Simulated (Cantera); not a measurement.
Charge: 1 mol SiC, 0.9 mol N₂O, 40 mol H₂, equilibrated at 1477 °C and 31000 Pa.

Equilibrium computed with Cantera from the NASA thermochemical tables; the gas is ideal and each condensed phase is pure. Candidate condensed phases: C, C₆H₆, C₇H₈, C₈H₁₈, H₂O, Si, SiC, SiO₂, Si₂N₂O, Si₃N₄; 151 gas species. Mutual solubility and eutectic melting of coexisting phases are not modelled. Equilibrium is a limit: real reactors are often held back by kinetics, nucleation or transport.

Base state: H₂ 0.967, N₂ 0.0163, CO 0.0135, SiO 0.00282, H 0.000411, HCN 9.09e-5, CH₄ 4.01e-5 (mole fractions); condensed: SiC(s) + Si₂N₂O(s).

Task: What changes in the equilibrium state with this change: temperature from 1477 °C to 1302 °C?

Result: 
| species | before | after |
|---|---|---|
| H₂ | 0.967 | 0.971 |
| CO | 0.0135 | 0.0143 |
| N₂ | 0.0163 | 0.0143 |
| SiO | 0.00282 | 5.78e-5 |
| CH₄ | 4.01e-5 | 0.000430 |
| H | 0.000411 | 7.35e-5 |
| C₂H₂ (acetylene) | 2.55e-6 | 1.34e-5 |
| SiC(s), mol | 0.435 | 0.384 |
| Si₂N₂O(s), mol | 0.224 | 0.307 |

Task: What changes in the equilibrium state with this change: temperature from 1477 °C to 1925 °C?

Result: 
```tsv
species	before	after
H₂	0.967	0.946
N₂	0.0163	0.0211
CO	0.0135	0.0112
H	0.000411	0.00973
SiO	0.00282	0.0102
Si₂	<1e-9	1.37e-5
Si₂C	4.91e-9	5.85e-5
Si₂N	4.76e-9	1.30e-5
Si	6.08e-7	0.00100
SiN	2.23e-8	1.37e-5
SiC(s), mol	0.435	0.500
Si₂N₂O(s), mol	0.224	0
```
The tables' values for SiN are old estimates; treat these amounts as uncertain. Gases not in the tables: Si₂H₆ and higher silanes.
